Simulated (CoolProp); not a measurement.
Sulfur hexafluoride along the isobar 40.6 bar: density (kg/m³) from the reference equation and from simpler models built on Tc = 318.7 K, pc = 37.55 bar, ω = 0.210; each cubic takes its own stable root.

Model: reference Helmholtz-energy equation of state, Guder 2009, in CoolProp.

| T (K) | phase | reference |
|---|---|---|
| 301.4 | liquid | 1370 |
| 323.5 | supercritical | 581.4 |
| 345.6 | supercritical | 316.4 |
| 367.7 | supercritical | 259.5 |
| 389.8 | supercritical | 226.6 |
| 411.9 | supercritical | 203.8 |
| 434 | supercritical | 186.5 |
| 456.1 | supercritical | 172.7 |
| 478.2 | supercritical | 161.3 |
| 500.3 | supercritical | 151.7 |
| 522.4 | supercritical | 143.3 |
| 544.6 | supercritical | 136.0 |
| 566.7 | supercritical | 129.5 |
| 588.8 | supercritical | 123.8 |

**Question.** How far does each simpler model (van der Waals, Redlich-Kwong) lie from the reference over these 14 states: mean and median of the absolute difference, and the worst?

**Answer.** 
- van der Waals: mean 6.8 %, median 4.5 %, worst -33.5 % at 301.4 K and 40.6 bar
- Redlich-Kwong: mean 3.7 %, median 2.8 %, worst -14.0 % at 301.4 K and 40.6 bar
